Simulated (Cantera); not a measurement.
# Carbon deposition, reforming and gasification: C + H2O

Feed: 1 mol C, 0.85 mol H2O, at 0.00440 bar.

Equilibrium computed with Cantera from the NASA thermochemical tables; the gas is ideal and each condensed phase is pure. Candidate condensed phases: C, C6H6, C7H8, C8H18, H2O; 110 gas species. The numbers say what is thermodynamically allowed, not how fast it happens.

```
T (K)    x H   x CO    x H2      x C3       x C  x C2H2 (acetylene)     x C2H      x C2  n C(graphite)
-----  -----  -----  ------  --------  --------  ------------------  --------  --------  -------------
2448   0.180  0.455   0.361   4.94e-5   1.82e-5             0.00313  0.000100   4.51e-6          0.138
2498   0.217  0.446   0.333  0.000110   3.68e-5             0.00358  0.000166   1.01e-5          0.135
2548   0.257  0.436   0.303  0.000235   7.23e-5             0.00400  0.000269   2.18e-5          0.132
2598   0.299  0.425   0.271  0.000489  0.000138             0.00436  0.000421   4.59e-5          0.127
2648   0.342  0.414   0.238  0.000989  0.000258             0.00463  0.000642   9.38e-5          0.121
2698   0.385  0.402   0.205   0.00195  0.000470             0.00479  0.000952  0.000186          0.111
2748   0.425  0.391   0.173   0.00374  0.000839             0.00482   0.00137  0.000361         0.0943
2798   0.462  0.379   0.142   0.00700   0.00147             0.00472   0.00193  0.000683         0.0652
2848   0.494  0.368   0.115    0.0128   0.00251             0.00449   0.00263   0.00126         0.0137
2898   0.523  0.358  0.0924    0.0146   0.00362             0.00312   0.00261   0.00169              0
2948   0.549  0.351  0.0736    0.0145   0.00495             0.00198   0.00236   0.00205              0
2998   0.570  0.345  0.0580    0.0141   0.00664             0.00124   0.00208   0.00243              0
```
x: gas mole fraction; n: condensed amount in mol.

From 2448 K to 2848 K the condensed part is C(graphite). From 2898 K to 2998 K nothing is condensed. The main C-bearing gas is CO throughout.
